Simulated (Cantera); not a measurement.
Input (Python, Cantera):

```python
import numpy as np
import cantera as ct

gas = ct.Solution("gri30.yaml")


def delay(T, t_max=10):
    gas.TPX = T, 180000, {'CH3OH': 1, 'O2': 1.07, 'N2': 4.82}
    reactor = ct.IdealGasConstPressureReactor(gas, clone=False)
    net = ct.ReactorNet([reactor])
    net.rtol, net.atol = 1e-8, 1e-16
    while net.time < t_max:
        t_old, T_old = net.time, reactor.T
        net.step()
        if reactor.T > T + 400:  # ignition: a rise of 400 K
            return t_old + (T + 400 - T_old) / (reactor.T - T_old) * (net.time - t_old)
    return np.nan


taus = []
for T in [1200, 1250, 1300, 1350, 1400, 1450, 1500]:
    taus.append(delay(T))
    print(f"T0 = {T:6g} K   tau = {taus[-1]:.4e} s")
```

Output:

```
T0 =   1200 K   tau = 5.5234e-03 s
T0 =   1250 K   tau = 2.5065e-03 s
T0 =   1300 K   tau = 1.2197e-03 s
T0 =   1350 K   tau = 6.3305e-04 s
T0 =   1400 K   tau = 3.4878e-04 s
T0 =   1450 K   tau = 2.0302e-04 s
T0 =   1500 K   tau = 1.2424e-04 s
```

Cantera simulation using GRI-Mech 3.0 (53 species, 325 reactions); the numbers are that mechanism's predictions, not measurements. GRI-Mech 3.0 was tuned for natural gas; its chemistry of methanol as a main component is partial and can be far from experiment.
